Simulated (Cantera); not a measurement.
## Silicon epitaxy and polysilicon growth: Si2Cl6 + HCl + N2 + H2O

A closed system holds: 1 mol Si2Cl6, 0.021 mol HCl, 110 mol N2, 0.02 mol H2O, equilibrated at 0.00210 bar.

Equilibrium computed with Cantera from the NASA thermochemical tables; the gas is ideal and each condensed phase is pure. Candidate condensed phases: H2O, NH4Cl, Si, SiO2, Si2N2O, Si3N4; 47 gas species. The feed counts by its element totals alone. N2 is the only nitrogen source here; it is nearly inert below about 1500 K, so the nitride shown seldom forms there in practice. Mutual solubility and eutectic melting of coexisting phases are not modelled. The tables' values for SiCl3 are old estimates; treat these amounts as uncertain. Rates play no part.

From 850 K to 1250 K the condensed part is Si2N2O(s) + Si3N4(s). At 1350 K the condensed part is Si2N2O(s). At 1450 K nothing is condensed. The main Si-bearing gas is SiCl4 at 850 K and SiCl2 at 1450 K.

| T (K) | log p N2 | log p SiCl4 | log p SiCl2 | log p SiCl3 | n Si2N2O(s) | n Si3N4(s) |
|---|---|---|---|---|---|---|
| 850 | -2.68 | -4.55 | -10.69 | -8.54 | 0.0200 | 0.157 |
| 950 | -2.68 | -4.55 | -8.86 | -7.47 | 0.0200 | 0.156 |
| 1050 | -2.68 | -4.55 | -7.38 | -6.60 | 0.0200 | 0.155 |
| 1150 | -2.68 | -4.57 | -6.18 | -5.89 | 0.0200 | 0.145 |
| 1250 | -2.68 | -4.66 | -5.21 | -5.36 | 0.0200 | 0.0823 |
| 1350 | -2.69 | -4.80 | -4.84 | -5.17 | 0.0195 | 0 |
| 1450 | -2.69 | -4.84 | -4.82 | -5.11 | 0 | 0 |
log p: log10 of the partial pressure in bar; n: condensed amount in mol.
